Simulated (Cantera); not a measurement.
Feed: 1 mol Si, 3.2 mol HF, equilibrated at 925 °C and 0.0230 bar.

These are equilibrium values from Cantera (NASA tables, ideal gas, pure condensed phases), not measurements of a reactor. Candidate condensed phases: Si; 25 gas species. The tables' values for SiF₃, SiF₂ are old estimates; treat these amounts as uncertain. The numbers say what is thermodynamically allowed, not how fast it happens.

Problem. What is the equilibrium state?

Solution. 
- x(H₂) = 0.660
- x(SiF₄) = 0.316
- x(SiHF₃) = 0.0154
- x(SiF₃) = 0.00795
- x(HF) = 0.000434
- x(SiH₂F₂) = 0.000370
- x(SiF₂) = 0.000220
- x(SiH₃F) = 2.26e-6
- x(H) = 1.02e-6
- n(Si(s)) = 0.186 mol
- gas amount = 2.396 mol
